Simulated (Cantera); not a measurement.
A closed system holds: 1 mol CH3OH, 2.4 mol CO2, 6.6 mol N2, at 13.3 mbar.

These are equilibrium values from Cantera (NASA tables, ideal gas, pure condensed phases), not measurements of a reactor. Candidate condensed phases: C, C6H6, C7H8, C8H18, H2O; 136 gas species. Rates play no part. All values below are at 2725 K.

Base state: N2 0.475, CO 0.217, H 0.109, O 0.0438, H2 0.0408, H2O 0.0367, CO2 0.0288, OH 0.0258 (mole fractions); condensed: gas only.

### Question
What changes in the equilibrium state with this change: N2 from 6.6 to 13 mol?

### Answer
```tsv
species	before	after
N2	0.475	0.631
CO	0.217	0.150
H	0.109	0.0873
H2O	0.0367	0.0194
CO2	0.0288	0.0163
H2	0.0408	0.0261
OH	0.0258	0.0170
O2	0.0159	0.0108
O	0.0438	0.0361
N	1.18e-5	1.36e-5
NO	0.00705	0.00670
```
